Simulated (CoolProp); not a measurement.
Water at 293.15 K and 0.18 MPa flows at 1.1 m/s in a round tube of 50 mm bore and 45 µm roughness, fully developed (64/Re and Nu = 3.66 if laminar; Colebrook and Gnielinski if turbulent). Each further row changes one setting.

Model: reference Helmholtz-energy equation of state, Wagner 2002, in CoolProp.

```
case              Reynolds number  Darcy friction factor  pressure drop (Pa/m)  heat-transfer coefficient (W/(m² K))  mass flow (kg/h)
----------------  ---------------  ---------------------  --------------------  ------------------------------------  ----------------
as stated                   54800                 0.0234                   283                                  4670              7760
velocity 2.2 m/s           110000                 0.0216                  1050                                  8930             15500
diameter 100 mm            110000                 0.0199                   120                                  4210             31000
```

Viscosity comes from a separate model (Huber 2009). Thermal conductivity comes from a separate model (Huber 2012).
